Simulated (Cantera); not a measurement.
Feed: 1 mol C3H8, 0.15 mol O2, 0.5 mol H2, equilibrated at 2000 °C and 94.0 Pa.

These are equilibrium values from Cantera (NASA tables, ideal gas, pure condensed phases), not measurements of a reactor. Candidate condensed phases: C, C6H6, C7H8, C8H18, H2O; 110 gas species. Rates play no part.

Base state: H2 0.711, H 0.231, CO 0.0553, C2H2 (acetylene) 0.00268, C2H 3.68e-5, C3 1.08e-5 (mole fractions); condensed: C(graphite).

Question: What changes in the equilibrium state with this change: pressure from 94.0 Pa to 1 atm?

Answer: 
```tsv
species	before	after
H2	0.711	0.926
CO	0.0553	0.0623
H	0.231	0.00804
CH4	1.07e-7	0.000196
C3	1.08e-5	9.99e-9
C(graphite), mol	2.67	2.67
```
